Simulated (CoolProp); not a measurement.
Model: reference Helmholtz-energy equation of state, Gao 2020, in CoolProp.

For ammonia, give the phase and the speed of sound (m/s), Joule-Thomson coefficient (K/MPa) at 401.3 K and 101 kPa; 426.2 K and 101 kPa; 501 K and 101 kPa.


- 401.3 K and 101 kPa: gas; speed of sound 499, Joule-Thomson coefficient 10.6
- 426.2 K and 101 kPa: gas; speed of sound 513, Joule-Thomson coefficient 8.86
- 501 K and 101 kPa: gas; speed of sound 552, Joule-Thomson coefficient 5.60
